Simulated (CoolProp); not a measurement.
Vapour-liquid equilibrium of hydrogen sulfide (1) + n-hexane (2) at 305 K; x and y are mole fractions of (1).

The numbers come from the multi-fluid Helmholtz-energy mixture model, Lemmon 2006 and Thol 2019; pair parameters Kunz 2012 in CoolProp.

```json
[
 {"x": "0.05", "bubble pressure, mixture model (kPa)": "[?]", "bubble pressure, Raoult's law (kPa)": "144.4", "y, mixture model": "0.852", "y, Raoult's law": "0.823"},
 {"x": "0.15", "bubble pressure, mixture model (kPa)": "508.4", "bubble pressure, Raoult's law (kPa)": "379.4", "y, mixture model": "0.947", "y, Raoult's law": "0.940"},
 {"x": "0.25", "bubble pressure, mixture model (kPa)": "[?]", "bubble pressure, Raoult's law (kPa)": "614.4", "y, mixture model": "[?]", "y, Raoult's law": "0.967"},
 {"x": "0.35", "bubble pressure, mixture model (kPa)": "1035", "bubble pressure, Raoult's law (kPa)": "849.4", "y, mixture model": "0.975", "y, Raoult's law": "0.979"},
 {"x": "0.45", "bubble pressure, mixture model (kPa)": "[?]", "bubble pressure, Raoult's law (kPa)": "1084", "y, mixture model": "0.979", "y, Raoult's law": "0.986"},
 {"x": "0.55", "bubble pressure, mixture model (kPa)": "1413", "bubble pressure, Raoult's law (kPa)": "1319", "y, mixture model": "0.983", "y, Raoult's law": "0.991"},
 {"x": "0.65", "bubble pressure, mixture model (kPa)": "1593", "bubble pressure, Raoult's law (kPa)": "1554", "y, mixture model": "0.986", "y, Raoult's law": "0.994"},
 {"x": "0.75", "bubble pressure, mixture model (kPa)": "1786", "bubble pressure, Raoult's law (kPa)": "1789", "y, mixture model": "0.989", "y, Raoult's law": "0.996"},
 {"x": "0.85", "bubble pressure, mixture model (kPa)": "1999", "bubble pressure, Raoult's law (kPa)": "2024", "y, mixture model": "[?]", "y, Raoult's law": "0.998"},
 {"x": "0.95", "bubble pressure, mixture model (kPa)": "[?]", "bubble pressure, Raoult's law (kPa)": "2259", "y, mixture model": "0.997", "y, Raoult's law": "0.999"}
]
```

### Question
Complete the blanks.

### Answer

- 0.05, bubble pressure, mixture model (kPa): 182.8
- 0.25, bubble pressure, mixture model (kPa): 797.7
- 0.25, y, mixture model: 0.966
- 0.45, bubble pressure, mixture model (kPa): 1233
- 0.85, y, mixture model: 0.993
- 0.95, bubble pressure, mixture model (kPa): 2239

The largest gap from Raoult's law is +34.0 % in bubble pressure, at x = 0.15. No azeotrope shows between x = 0.05 and 0.95.

The pair parameters rest on a limited set of measurements; away from them the model extrapolates. The gap from Raoult's law changes sign with composition, which may be real or a fault of the pair parameters; it wasn't checked against measurements.
